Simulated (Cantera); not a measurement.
**Equilibrium for hydrogen reduction and annealing atmospheres: V2O5 + H2**

Input: 1 mol V2O5, 0.81 mol H2, at 133 Pa.

These are equilibrium values from Cantera (NASA tables, ideal gas, pure condensed phases), not measurements of a reactor. Candidate condensed phases: H2O, V, VO, V2O3, V2O4, V2O5; 12 gas species. Condensed phases not in the tables: the oxides between V2O3 and V2O5 other than VO2. Gases not in the tables: V4O10. The numbers say what is thermodynamically allowed, not how fast it happens.

| T (K) | x H2O | x VO2 | x O2 | x OH | x H2 | n V2O4(s) | n V2O5(s) | n V2O5(l) | n V2O4(l) |
|---|---|---|---|---|---|---|---|---|---|
| 773 | 1.000 | <1e-12 | 3.80e-5 | 7.15e-10 | 6.31e-11 | 0.810 | 0.190 | 0 | 0 |
| 873 | 0.996 | <1e-12 | 0.00404 | 4.12e-8 | 4.95e-10 | 0.817 | 0.183 | 0 | 0 |
| 973 | 0.903 | <1e-12 | 0.0973 | 8.67e-7 | 3.03e-9 | 0.985 | 0 | 0.0153 | 0 |
| 1073 | 0.895 | 3.59e-11 | 0.105 | 5.72e-6 | 5.03e-8 | 1.00 | 0 | 0 | 0 |
| 1173 | 0.895 | 2.86e-9 | 0.105 | 2.71e-5 | 5.41e-7 | 1.00 | 0 | 0 | 0 |
| 1273 | 0.895 | 1.12e-7 | 0.105 | 0.000100 | 4.03e-6 | 1.00 | 0 | 0 | 0 |
| 1373 | 0.895 | 2.53e-6 | 0.105 | 0.000308 | 2.24e-5 | 1.000 | 0 | 0 | 0 |
| 1473 | 0.894 | 3.67e-5 | 0.105 | 0.000810 | 9.91e-5 | 1.000 | 0 | 0 | 0 |
| 1573 | 0.893 | 0.000374 | 0.105 | 0.00188 | 0.000363 | 1.000 | 0 | 0 | 0 |
| 1673 | 0.888 | 0.00285 | 0.104 | 0.00395 | 0.00114 | 0.999 | 0 | 0 | 0 |
| 1773 | 0.869 | 0.0170 | 0.102 | 0.00753 | 0.00311 | 0.992 | 0 | 0 | 0 |
| 1873 | 0.806 | 0.0745 | 0.0961 | 0.0129 | 0.00737 | 0 | 0 | 0 | 0.963 |
| 1973 | 0.626 | 0.254 | 0.0782 | 0.0183 | 0.0144 | 0 | 0 | 0 | 0.842 |
x: gas mole fraction; n: condensed amount in mol.

From 773 K to 873 K the condensed part is V2O4(s) + V2O5(s). At 973 K the condensed part is V2O4(s) + V2O5(l). From 1073 K to 1773 K the condensed part is V2O4(s). From 1873 K to 1973 K the condensed part is V2O4(l).
